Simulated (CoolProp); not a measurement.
Vapour-liquid equilibrium of hydrogen chloride (1) + ethane (2) at 238.6 K; x and y are mole fractions of (1).

The numbers come from the multi-fluid Helmholtz-energy mixture model, Thol 2018 and Bücker 2006; pair parameters Bell 2016 in CoolProp.

Problem. Give the bubble pressure and the first vapour's composition at x = 0.05, 0.425, 0.65. Is there an azeotrope?

Solution. x = 0.05: 0.9997 MPa, y = 0.106; x = 0.425: 1.242 MPa, y = 0.471; x = 0.65: 1.237 MPa, y = 0.588. y crosses x between x = 0.5 and 0.575: the model has an azeotrope there.

The pair parameters rest on a limited set of measurements; away from them the model extrapolates.
